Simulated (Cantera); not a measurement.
Cantera with NASA thermochemical tables; ideal gases at 1 bar, condensed phases pure. Values are per mole of reaction as written; species without (g) are pure solids or liquids, kept so even where they would boil at 1 bar.

Question: Between 300 and 1148 K, where is each reaction favourable under standard conditions?
- Ta₂O₅ + H₂O(g) ⇌ 2 OH(g) + 2 TaO₂(g)

Answer: 
- Ta₂O₅ + H₂O(g) ⇌ 2 OH(g) + 2 TaO₂(g): ΔG° is 1786 kJ at 300 K and 1303 kJ at 1148 K; it stays positive (K < 1). ΔH° is 1930 kJ and ΔS° 546 J/K at 1148 K.
